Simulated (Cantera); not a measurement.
Input: 1 mol CuO, 1.4 mol CH4, 0.19 mol N2, at 15.8 Torr.

Method: chemical equilibrium by Gibbs-energy minimisation in Cantera with the NASA 1993 tables (ideal gas, pure condensed phases). Candidate condensed phases: C, C6H6, C7H8, C8H18, Cu, CuO, Cu(OH)2, Cu2O, H2O; 139 gas species. Kinetics and transport are ignored. All values below are at 2423 K.

Base state: H2 0.487, CO 0.192, Cu 0.192, H 0.0854, N2 0.0324, HCN 0.00729, C2H2 (acetylene) 0.00377, HNC 0.000779 (mole fractions); condensed: C(graphite).

Q: What changes in the equilibrium state with this change: CH4 from 1.4 to 0.38 mol?

A: 
```csv
species,before,after
Cu,0.192,0.414
H2O,5.81e-8,0.193
CO,0.192,0.118
H2,0.487,0.0967
CO2,3.83e-9,0.0394
OH,1.93e-9,0.0143
N2,0.0324,0.0785
H,0.0854,0.0380
HCN,0.00729,<1e-9
C2H2 (acetylene),0.00377,<1e-9
O,<1e-9,0.00376
"C(graphite), mol",0.317,0
```
